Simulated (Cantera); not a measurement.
A closed system holds: 1 mol TiC, 0.023 mol C, 0.081 mol H2, at 1648 K and 0.820 bar.

Cantera equilibrium calculation (NASA polynomials, part measured and part estimated; ideal gas, pure solids and liquids). Candidate condensed phases: C, C6H6, C7H8, C8H18, Ti, TiC; 77 gas species. TiC: taken at fixed stoichiometry. Equilibrium is a limit: real reactors are often held back by kinetics, nucleation or transport.

Base state: H2 0.999, CH4 0.00110, H 9.83e-5, C2H2 (acetylene) 4.47e-5 (mole fractions); condensed: C(graphite) + TiC(s).

Q: What changes in the equilibrium state with this change: temperature from 1648 K to 2200 K?

A: 
| species | before | after |
|---|---|---|
| H2 | 0.999 | 0.991 |
| H | 9.83e-5 | 0.00619 |
| C2H2 (acetylene) | 4.47e-5 | 0.00254 |
| CH3 | 2.20e-6 | 2.53e-5 |
| CH4 | 0.00110 | 0.000212 |
| C(graphite), mol | 0.0229 | 0.0226 |
| TiC(s), mol | 1.00 | 1.00 |
